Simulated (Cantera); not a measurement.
Equilibrium for silicon carbide growth: SiH₄ + C₂H₄ + H₂

Charge: 1 mol SiH₄, 0.024 mol C₂H₄, 6.6 mol H₂, held at 37.5 Torr.

Cantera equilibrium calculation (NASA polynomials, part measured and part estimated; ideal gas, pure solids and liquids). Candidate condensed phases: C, C₆H₆, C₇H₈, C₈H₁₈, Si, SiC; 87 gas species. Mutual solubility and eutectic melting of coexisting phases are not modelled. Gases not in the tables: Si₂H₆ and higher silanes. Equilibrium is a limit: real reactors are often held back by kinetics, nucleation or transport.

```
T (K)   x H₂       x H      x Si   x SiH₂    x SiH    x CH₄    x Si₂C     x Si₂  n Si(s)  n SiC(s)  n Si(l)
-----  -----  --------  --------  -------  -------  -------  --------  --------  -------  --------  -------
1300   1.000   4.95e-6  8.66e-10  7.65e-8  1.61e-9  1.16e-6    <1e-12    <1e-12    0.952    0.0480        0
1350   1.000   1.07e-5   3.99e-9  1.75e-7  5.69e-9  1.10e-6  1.62e-12  1.55e-12    0.952    0.0480        0
1400   1.000   2.18e-5   1.65e-8  3.77e-7  1.84e-8  1.04e-6  1.08e-11  9.78e-12    0.952    0.0480        0
1450   1.000   4.23e-5   6.15e-8  7.69e-7  5.47e-8  9.83e-7  6.23e-11  5.44e-11    0.952    0.0480        0
1500   1.000   7.87e-5   2.10e-7  1.50e-6  1.51e-7  9.36e-7  3.21e-10  2.69e-10    0.952    0.0480        0
1550   1.000  0.000141   6.64e-7  2.79e-6  3.90e-7  8.95e-7   1.48e-9   1.20e-9    0.952    0.0480        0
1600   1.000  0.000243   1.95e-6  5.00e-6  9.50e-7  8.58e-7   6.19e-9   4.86e-9    0.952    0.0480        0
1650   1.000  0.000406   5.36e-6  8.65e-6  2.19e-6  8.24e-7   2.37e-8   1.81e-8    0.952    0.0480        0
1700   0.999  0.000659   1.36e-5  1.42e-5  4.69e-6  8.11e-7   8.19e-8   5.95e-8        0    0.0480    0.952
1750   0.999   0.00104   3.00e-5  2.08e-5  8.88e-6  8.67e-7   2.42e-7   1.55e-7        0    0.0480    0.951
1800   0.998   0.00160   6.35e-5  2.99e-5  1.62e-5  9.23e-7   6.75e-7   3.84e-7        0    0.0480    0.951
```
x: gas mole fraction; n: condensed amount in mol.

From 1300 K to 1650 K the condensed part is Si(s) + SiC(s). From 1700 K to 1800 K the condensed part is Si(l) + SiC(s). The main Si-bearing gas is SiH₂ at 1300 K and Si at 1800 K.
